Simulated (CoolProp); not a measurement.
Vapour pressure (MPa) of n-decane: the reference equation beside estimates from Tc = 344.5 °C, pc = 2.101 MPa, ω = 0.488. Clausius-Clapeyron is anchored at 124.75 °C with a constant enthalpy of vaporisation of 43.56 kJ/mol.

The numbers come from the reference Helmholtz-energy equation of state, Lemmon 2006 in CoolProp. It is a short technical equation, of lower accuracy than the large ones.

| T (°C) | reference | Lee-Kesler | Clausius-Clapeyron | van der Waals | Redlich-Kwong | Soave-Redlich-Kwong | Peng-Robinson |
|---|---|---|---|---|---|---|---|
| 26.15 | 0.0001974 | 0.0001898 | 0.0003105 | 0.04706 | 0.003037 | 0.0001928 | 0.0002241 |
| 40.25 | 0.0004943 | 0.0004747 | 0.0006825 | 0.06443 | 0.005799 | 0.0004816 | 0.0005447 |
| 54.35 | 0.001124 | 0.001081 | 0.001402 | 0.08596 | 0.01032 | 0.001095 | 0.001210 |
| 68.45 | 0.002351 | 0.002270 | 0.002713 | 0.1121 | 0.01731 | 0.002293 | 0.002485 |
| 82.55 | 0.004575 | 0.004441 | 0.004984 | 0.1434 | 0.02757 | 0.004473 | (withheld) |
| 96.55 | 0.008328 | 0.008129 | 0.008706 | 0.1799 | 0.04192 | 0.008169 | 0.008584 |
| 110.65 | 0.01441 | 0.01415 | 0.01465 | 0.2227 | 0.06153 | (withheld) | 0.01473 |
| 124.75 | 0.02377 | 0.02348 | 0.02377 | 0.2718 | 0.08738 | 0.02350 | 0.02414 |
| 138.85 | 0.03758 | 0.03731 | 0.03730 | 0.3277 | 0.1206 | 0.03731 | 0.03799 |
| 152.95 | 0.05724 | 0.05709 | 0.05682 | 0.3907 | 0.1622 | 0.05706 | 0.05768 |
| 166.95 | 0.08413 | 0.08423 | 0.08402 | 0.4607 | 0.2129 | 0.08421 | (withheld) |
| 181.05 | 0.1205 | 0.1209 | 0.1216 | 0.5389 | 0.2746 | 0.1210 | 0.1210 |
| 195.15 | 0.1681 | 0.1691 | 0.1721 | 0.6253 | 0.3481 | 0.1695 | 0.1688 |
| 209.25 | (withheld) | 0.2308 | 0.2387 | 0.7200 | 0.4343 | 0.2319 | 0.2302 |

Some entries are withheld; supply them.


- 82.55, Peng-Robinson: 0.004768
- 110.65, Soave-Redlich-Kwong: 0.01419
- 166.95, Peng-Robinson: 0.08462
- 209.25, reference: 0.2291

Absolute difference from the reference over all 14 rows, mean and median: Lee-Kesler 1.9 and 1.5 %, Clausius-Clapeyron 11.4 and 3.3 %, van der Waals 4222.1 and 1244.5 %, Redlich-Kwong 453.5 and 297.3 %, Soave-Redlich-Kwong 1.5 and 1.4 %, Peng-Robinson 3.7 and 1.9 %.
